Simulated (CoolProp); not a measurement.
Vapour-liquid equilibrium of ethane (1) + hydrogen sulfide (2) at -6.25 °C; x and y are mole fractions of (1).

Model: multi-fluid Helmholtz-energy mixture model, Bücker 2006 and Lemmon 2006; pair parameters Kunz 2012, in CoolProp.

```json
[
 {"x": "0.05", "bubble pressure (bar)": "11.07", "y at the bubble point": "0.238", "dew pressure at overall composition x (bar)": "8.990", "liquid density (mol/L)": "23.86"},
 {"x": "0.125", "bubble pressure (bar)": "13.77", "y at the bubble point": "0.405", "dew pressure at overall composition x (bar)": "9.725", "liquid density (mol/L)": "22.52"},
 {"x": "0.2", "bubble pressure (bar)": "15.58", "y at the bubble point": "0.491", "dew pressure at overall composition x (bar)": "10.58", "liquid density (mol/L)": "21.31"},
 {"x": "0.275", "bubble pressure (bar)": "16.84", "y at the bubble point": "0.546", "dew pressure at overall composition x (bar)": "11.58", "liquid density (mol/L)": "20.20"},
 {"x": "0.35", "bubble pressure (bar)": "17.76", "y at the bubble point": "0.586", "dew pressure at overall composition x (bar)": "12.77", "liquid density (mol/L)": "19.20"},
 {"x": "0.425", "bubble pressure (bar)": "18.49", "y at the bubble point": "0.620", "dew pressure at overall composition x (bar)": "14.16", "liquid density (mol/L)": "18.29"},
 {"x": "0.5", "bubble pressure (bar)": "19.11", "y at the bubble point": "0.653", "dew pressure at overall composition x (bar)": "15.78", "liquid density (mol/L)": "17.46"},
 {"x": "0.575", "bubble pressure (bar)": "19.64", "y at the bubble point": "0.687", "dew pressure at overall composition x (bar)": "17.52", "liquid density (mol/L)": "16.71"},
 {"x": "0.65", "bubble pressure (bar)": "20.09", "y at the bubble point": "0.724", "dew pressure at overall composition x (bar)": "19.06", "liquid density (mol/L)": "16.04"},
 {"x": "0.725", "bubble pressure (bar)": "20.45", "y at the bubble point": "0.766", "dew pressure at overall composition x (bar)": "20.10", "liquid density (mol/L)": "15.44"},
 {"x": "0.8", "bubble pressure (bar)": "20.69", "y at the bubble point": "0.816", "dew pressure at overall composition x (bar)": "20.63", "liquid density (mol/L)": "14.91"},
 {"x": "0.875", "bubble pressure (bar)": "20.78", "y at the bubble point": "0.875", "dew pressure at overall composition x (bar)": "20.78", "liquid density (mol/L)": "14.44"},
 {"x": "0.95", "bubble pressure (bar)": "20.67", "y at the bubble point": "0.945", "dew pressure at overall composition x (bar)": "20.65", "liquid density (mol/L)": "14.03"}
]
```

y crosses x between x = 0.8 and 0.875: the model has an azeotrope there.

Pair parameters are fitted to limited data, so mixtures are less certain than the pure fluids.
